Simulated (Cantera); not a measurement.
Feed: 1 mol Pb, 71 mol H2, equilibrated at 0.00120 bar.

Equilibrium computed with Cantera from the NASA thermochemical tables; the gas is ideal and each condensed phase is pure. Candidate condensed phases: Pb; 4 gas species. Kinetics and transport are ignored. All values below are at 523 K.

Base state: H2 1.00 (mole fractions); condensed: Pb(s).

### Question
What changes in the equilibrium state with this change: 1.5 mol O2 added?

### Answer
```tsv
species	before	after
H2	1.00	0.958
H2O	0	0.0423
Pb(s), mol	1.00	1.00
```
Further candidate phases: H2O, PbO, PbO2, Pb3O4.
